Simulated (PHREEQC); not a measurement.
Model water analysis in mg/L, 90 °C, pH 3.37, pe 11.6:

```
constituent  mg/L
-----------  ----
Na           1820
K             867
Ca            390
Mg            222
Cl           1050
S(6) as SO4  6420
Mn(2)        5.64
Cu(2)        3.33
Al            211
```

Valence states are taken as typed.

Equilibrium calculation in PHREEQC: ion-association model, wateq4f.dat.

This is a speciation only: nothing precipitates in the calculation.

Task: What ionic strength, charge-balance error does the model give?

Result: ionic strength 0.161 mol/kgw; charge-balance error 1.2 %.

Task: In which forms is K present?

Result: K+ 86 %, KSO4- 14 % of the K.

The solution is supersaturated, for example in Boehmite (slow to form), Gibbsite (slow to form), so a real one may precipitate; this is no full list. Constants without temperature data keep their 25 °C values here.
